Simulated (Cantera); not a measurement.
An adiabatic, constant-volume homogeneous reactor starts with CH4 : O2 : N2 = 1 : 5.26 : 19.8 (molar parts), at 1050 K and 13.0 bar.

Computed with Cantera and GRI-Mech 3.0 (53 species, 325 reactions). The pressure lies above the range GRI-Mech 3.0 was tuned for (to about 10 atm).

### Question
Predict: time of steepest temperature rise; temperature at 4.00 s; equilibrium temperature; x(O2) at 4.00 s; x(H2O) at 4.00 s.

### Answer
```
Quantity                                                           Value
---------------------------------  -------------------------------------
time of steepest temperature rise                                21.5 ms
temperature at 4.00 s                                             2092 K
equilibrium temperature                                           2092 K
x(O2) at 4.00 s                      0.121 (gas-phase equilibrium 0.121)
x(H2O) at 4.00 s                   0.0762 (gas-phase equilibrium 0.0762)
```
